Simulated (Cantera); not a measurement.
Charge: 1 mol Si3N4, 0.023 mol O2, 9.8 mol N2, at 1 atm.

These are equilibrium values from Cantera (NASA tables, ideal gas, pure condensed phases), not measurements of a reactor. Candidate condensed phases: Si, SiO2, Si2N2O, Si3N4; 16 gas species. Mutual solubility and eutectic melting of coexisting phases are not modelled. The tables' values for SiN are old estimates; treat these amounts as uncertain. Equilibrium is a limit: real reactors are often held back by kinetics, nucleation or transport.

log p: log10 of the partial pressure in bar; n: condensed amount in mol.

```json
[
 {"T (K)": "973", "log p N2": "0.01", "log p SiO": "<-11", "log p Si": "<-11", "log p Si2N": "<-11", "log p SiN": "<-11", "log p Si2": "<-11", "log p Si3": "<-11", "n Si2N2O(s)": "0.0460", "n Si3N4(s)": "0.969", "n Si(l)": "0"},
 {"T (K)": "1173", "log p N2": "0.01", "log p SiO": "<-11", "log p Si": "<-11", "log p Si2N": "<-11", "log p SiN": "<-11", "log p Si2": "<-11", "log p Si3": "<-11", "n Si2N2O(s)": "0.0460", "n Si3N4(s)": "0.969", "n Si(l)": "0"},
 {"T (K)": "1373", "log p N2": "0.01", "log p SiO": "[?]", "log p Si": "<-11", "log p Si2N": "<-11", "log p SiN": "<-11", "log p Si2": "<-11", "log p Si3": "<-11", "n Si2N2O(s)": "0.0460", "n Si3N4(s)": "0.969", "n Si(l)": "0"},
 {"T (K)": "1573", "log p N2": "0.01", "log p SiO": "-6.57", "log p Si": "-9.75", "log p Si2N": "<-11", "log p SiN": "-9.77", "log p Si2": "<-11", "log p Si3": "<-11", "n Si2N2O(s)": "0.0460", "n Si3N4(s)": "0.969", "n Si(l)": "0"},
 {"T (K)": "1773", "log p N2": "0.01", "log p SiO": "[?]", "log p Si": "[?]", "log p Si2N": "[?]", "log p SiN": "-7.49", "log p Si2": "[?]", "log p Si3": "<-11", "n Si2N2O(s)": "0.0456", "n Si3N4(s)": "0.969", "n Si(l)": "0"},
 {"T (K)": "1973", "log p N2": "0.00", "log p SiO": "-2.72", "log p Si": "-5.13", "log p Si2N": "-6.19", "log p SiN": "-5.68", "log p Si2": "-7.77", "log p Si3": "-9.07", "n Si2N2O(s)": "0.0276", "n Si3N4(s)": "0.975", "n Si(l)": "0"},
 {"T (K)": "2173", "log p N2": "0.00", "log p SiO": "-2.41", "log p Si": "-3.55", "log p Si2N": "-4.24", "log p SiN": "-4.30", "log p Si2": "-5.37", "log p Si3": "-6.07", "n Si2N2O(s)": "0", "n Si3N4(s)": "0", "n Si(l)": "2.95"}
]
```

Question: What belongs in the gaps?

Answer: 
- 1373, log p SiO: -9.37
- 1773, log p SiO: -4.42
- 1773, log p Si: -7.18
- 1773, log p Si2N: -8.77
- 1773, log p Si2: -10.93
